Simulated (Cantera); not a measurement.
**Adiabatic ignition**

An adiabatic, constant-volume homogeneous reactor starts with CH4 : C2H6 : C3H8 : O2 : N2 = 2 : 0.059 : 0.17 : 9.26 : 34.8 (molar parts), equivalence ratio 0.55, at 1500 K and 40000 Pa.

Cantera simulation using GRI-Mech 3.0 (53 species, 325 reactions); the numbers are that mechanism's predictions, not measurements.

```
t (s)     T (K)  P (bar)   x CH4   x C2H6   x C3H8    x CH2O     x H2O
--------  -----  -------  ------  -------  -------  --------  --------
1.00e-6    1500    0.400  0.0432  0.00127  0.00367   7.11e-9   1.68e-8
2.32e-6    1500    0.400  0.0432  0.00127  0.00366   4.40e-8   3.16e-7
5.37e-6    1500    0.400  0.0432  0.00127  0.00364   3.23e-7   3.89e-6
1.25e-5    1499    0.400  0.0432  0.00126  0.00359   3.03e-6   2.52e-5
2.89e-5    1498    0.400  0.0430  0.00125  0.00346   3.00e-5  0.000114
6.69e-5    1497    0.400  0.0425  0.00123  0.00311  0.000225  0.000570
0.000155   1511    0.404  0.0400  0.00136  0.00205   0.00115   0.00322
0.000360   2309    0.642  <1e-12   <1e-12   <1e-12  1.80e-11    0.0782
0.000834   2566    0.702  <1e-12   <1e-12   <1e-12  1.22e-11    0.0876
0.00193    2606    0.711  <1e-12   <1e-12   <1e-12  1.14e-11    0.0894
0.00448    2600    0.709  <1e-12   <1e-12   <1e-12  1.11e-11    0.0897
0.0104     2592    0.706  <1e-12   <1e-12   <1e-12  1.07e-11    0.0901
0.0241     2589    0.705  <1e-12   <1e-12   <1e-12  1.05e-11    0.0903
0.0558     2588    0.705  <1e-12   <1e-12   <1e-12  1.05e-11    0.0903
0.129      2588    0.705  <1e-12   <1e-12   <1e-12  1.05e-11    0.0903
0.300      2588    0.705  <1e-12   <1e-12   <1e-12  1.05e-11    0.0903
```
x: mole fraction; the columns are a selection and need not sum to one.

The time of steepest temperature rise comes out as 0.291 ms. The temperature at 0.300 s comes out as 2588 K and the equilibrium temperature is 2588 K. The x(CH4) at 0.300 s comes out as <1e-12 (gas-phase equilibrium <1e-12). The x(C2H6) at 0.300 s comes out as <1e-12 (gas-phase equilibrium <1e-12) and the x(C3H8) at 0.300 s comes out as <1e-12 (gas-phase equilibrium <1e-12).
